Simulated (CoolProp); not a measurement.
Toluene at 493.94 K and 0.694 MPa is compressed adiabatically to 2.11 MPa with isentropic efficiency 0.6. Each further row changes one setting.

The numbers come from the reference Helmholtz-energy equation of state, Lemmon 2006 in CoolProp. It is a short technical equation, of lower accuracy than the large ones.

```json
[
 {"case": "as stated", "work (kJ/kg)": "67.0", "final temperature (K)": "…", "final phase": "gas", "final density (kg/m³)": "…"},
 {"case": "efficiency 1", "work (kJ/kg)": "…", "final temperature (K)": "…", "final phase": "…", "final density (kg/m³)": "…"},
 {"case": "efficiency 0.65", "work (kJ/kg)": "…", "final temperature (K)": "545.9", "final phase": "gas", "final density (kg/m³)": "…"}
]
```

Question: Complete the blanks.

Answer: 
- as stated, final temperature (K): 548.0
- as stated, final density (kg/m³): 62.5
- efficiency 1, work (kJ/kg): 40.2
- efficiency 1, final temperature (K): 539.6
- efficiency 1, final phase: two-phase, vapour fraction 0.974
- efficiency 1, final density (kg/m³): 68.0
- efficiency 0.65, work (kJ/kg): 61.8
- efficiency 0.65, final density (kg/m³): 63.4
